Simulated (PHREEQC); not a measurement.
## City or well water

Synthetic water in mg/L, 20 °C, pH 8.53, pe 2.2:

| constituent | mg/L |
|---|---|
| Na | 25.6 |
| K | 10.8 |
| Ca | 3.88 |
| Mg | 4.43 |
| Cl | 2.34 |
| S(6) as SO4 | 31.4 |
| Alkalinity as HCO3 | 72.6 |
| Li | 0.0261 |

Valence states are taken as typed.

Equilibrium calculation in PHREEQC: ion-association model, phreeqc.dat.

No solid was allowed to form.

Q: Estimate the specific conductance, charge-balance error.

A: specific conductance 180 µS/cm; charge-balance error 1.1 %.

Q: In which forms is C present?

A: HCO3- 97 %, CO3-2 1.6 %, CO2 0.7 % of the C.
